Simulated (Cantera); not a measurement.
What does this Cantera script print?

```python
import numpy as np
import cantera as ct

gas_names = [...]  # 87 gases of nasa_gas.yaml made of C, H, Si
cond_names = """
    C(gr) C6H6(L) C7H8(L) C8H18(L),n-octa Si(cr) Si(L) SiC(b)
""".split()


# ... load() reads the species with a 1 bar reference pressure and builds the phases ...
atoms = {
    'SiH4': {'Si': 1, 'H': 4},
    'CH4': {'C': 1, 'H': 4},
    'H2': {'H': 2},
}
top_T = {'C(gr)': 4500, 'SiC(b)': 3050}  # K; cautious upper limits of use, not melting points


# ... equilibrate(T, P, feed) seeds the gas with the atoms and calls Mixture.equilibrate('TP', solver="vcs", rtol=1e-11, max_steps=5000) ...
results = []
feed = {'SiH4': 1, 'CH4': 0.018, 'H2': 20}  # mol
P = 960  # Pa
for T in [1400, 1550, 1700, 1850, 2000, 2150, 2300, 2450, 2600]:
    mix = equilibrate(T, P, feed)
    results.append((T, P, feed, dict(zip(mix.species_names, mix.species_moles))))
    x = sorted(zip(gas.X, gas.species_names), reverse=True)
    print(f"T = {T:g} K  P = {P:g} Pa  gas = {mix.phase_moles(0):.4g} mol")
    print("   x: " + "  ".join(f"{s} {v:.3e}" for v, s in x if v > 0.0001))
    print("   condensed (mol): " + ("  ".join(f"{mix.phase(i).name} {mix.phase_moles(i):.4g}"
          for i in range(1, mix.n_phases) if mix.phase_moles(i) > 1e-12) or "none"))
```

Output:

```
T = 1400 K  P = 960 Pa  gas = 22.04 mol
   x: H2 9.999e-01
   condensed (mol): Si(cr) 0.982  SiC(b) 0.018
T = 1550 K  P = 960 Pa  gas = 22.04 mol
   x: H2 9.997e-01  H 3.214e-04
   condensed (mol): Si(cr) 0.9818  SiC(b) 0.018
T = 1700 K  P = 960 Pa  gas = 22.05 mol
   x: H2 9.984e-01  H 1.503e-03
   condensed (mol): Si(L) 0.9799  SiC(b) 0.01799
T = 1850 K  P = 960 Pa  gas = 22.11 mol
   x: H2 9.937e-01  H 5.481e-03  Si 6.717e-04
   condensed (mol): Si(L) 0.9643  SiC(b) 0.01778
T = 2000 K  P = 960 Pa  gas = 22.33 mol
   x: H2 9.785e-01  H 1.642e-02  Si 4.536e-03  SiH 2.982e-04  Si2C 1.243e-04  SiH2 1.039e-04
   condensed (mol): Si(L) 0.8663  SiC(b) 0.01509
T = 2150 K  P = 960 Pa  gas = 23.1 mol
   x: H2 9.326e-01  H 4.157e-02  Si 2.338e-02  SiH 1.082e-03  Si2C 7.526e-04  Si2 3.386e-04  SiH2 2.188e-04
   condensed (mol): Si(L) 0.3747
T = 2300 K  P = 960 Pa  gas = 24.1 mol
   x: H2 8.675e-01  H 9.199e-02  Si 3.810e-02  SiH 1.277e-03  Si2C 6.420e-04  Si2 2.887e-04  SiH2 1.588e-04
   condensed (mol): none
T = 2450 K  P = 960 Pa  gas = 25.3 mol
   x: H2 7.797e-01  H 1.811e-01  Si 3.761e-02  SiH 9.290e-04  Si2C 2.890e-04  SiC2 1.150e-04  Si2 1.037e-04
   condensed (mol): none
T = 2600 K  P = 960 Pa  gas = 27.33 mol
   x: H2 6.480e-01  H 3.154e-01  Si 3.552e-02  SiH 6.395e-04  SiC2 1.476e-04  C2H2,acetylene 1.277e-04
   condensed (mol): none
```

Equilibrium computed with Cantera from the NASA thermochemical tables; the gas is ideal and each condensed phase is pure. Mutual solubility and eutectic melting of coexisting phases are not modelled. Gases not in the tables: Si2H6 and higher silanes.
